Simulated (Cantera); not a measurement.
Input: 1 mol CH3SiCl3, 1 mol HCl, 33 mol H2, equilibrated at 1000 Pa.

Equilibrium computed with Cantera from the NASA thermochemical tables; the gas is ideal and each condensed phase is pure. Candidate condensed phases: C, C6H6, C7H8, C8H18, Si, SiC; 109 gas species. The feed counts by its element totals alone. The tables' values for SiCl are old estimates; treat these amounts as uncertain. Kinetics and transport are ignored.

Problem. At 1825 K, list the 7 most abundant gas species with their mole fractions, and the condensed phases.

Solution. H2 0.889, HCl 0.105, H 0.00415, SiCl2 0.00101, Cl 0.000376, C2H2 (acetylene) 0.000191, Si 1.23e-5. Condensed: C(graphite) + SiC(s).
